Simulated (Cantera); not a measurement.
A closed system holds: 1 mol SiO₂, 5.3 mol CH₄, 1.9 mol CO, 1.1 mol C, held at 1.30 bar.

Equilibrium computed with Cantera from the NASA thermochemical tables; the gas is ideal and each condensed phase is pure. Candidate condensed phases: C, C₆H₆, C₇H₈, C₈H₁₈, H₂O, Si, SiC, SiO₂; 123 gas species. Gases not in the tables: Si₂H₆ and higher silanes. Kinetics and transport are ignored.

Q: At 2223 K, list the 6 most abundant gas species with their mole fractions, and the condensed phases.

A: H₂ 0.724, CO 0.264, H 0.00478, SiO 0.00391, C₂H₂ (acetylene) 0.00210, CH₄ 0.000171. Condensed: C(graphite) + SiC(s).
